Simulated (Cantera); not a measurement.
An adiabatic, constant-pressure homogeneous reactor starts with CH₄ : C₂H₆ : O₂ : N₂ = 1 : 0.1 : 2.53 : 16.9 (molar parts), at 1750 K and 10.0 bar. Integrator tolerance rtol = 1e-08.

Computed with Cantera and GRI-Mech 3.0 (53 species, 325 reactions).

| quantity | before | after |
|---|---|---|
| time of steepest temperature rise | 14.3 µs | 12.8 µs |
| temperature at 0.200 s | 2720 K | 2893 K |
| equilibrium temperature | 2720 K | 2893 K |
| x(CH₄) at 0.200 s | <1e-12 (gas-phase equilibrium <1e-12) | <1e-12 (gas-phase equilibrium <1e-12) |
| x(C₂H₆) at 0.200 s | <1e-12 (gas-phase equilibrium <1e-12) | <1e-12 (gas-phase equilibrium <1e-12) |
| x(O₂) at 0.200 s | 0.0117 (gas-phase equilibrium 0.0117) | 0.0128 (gas-phase equilibrium 0.0128) |
| x(CH₃) at 0.200 s | <1e-12 (gas-phase equilibrium <1e-12) | <1e-12 (gas-phase equilibrium <1e-12) |
| x(H) at 0.200 s | 0.00134 (gas-phase equilibrium 0.00134) | 0.00222 (gas-phase equilibrium 0.00222) |
| x(C₂H₂) at 0.200 s | <1e-12 (gas-phase equilibrium <1e-12) | <1e-12 (gas-phase equilibrium <1e-12) |

Task: Name the change that produced these shifts.
(A) constant volume in place of constant pressure
(B) initial temperature 1750 to 1548 K
(C) initial temperature 1750 to 1300 K
(D) pressure from 10.0 bar to 1.00 bar

Result: A, constant volume in place of constant pressure
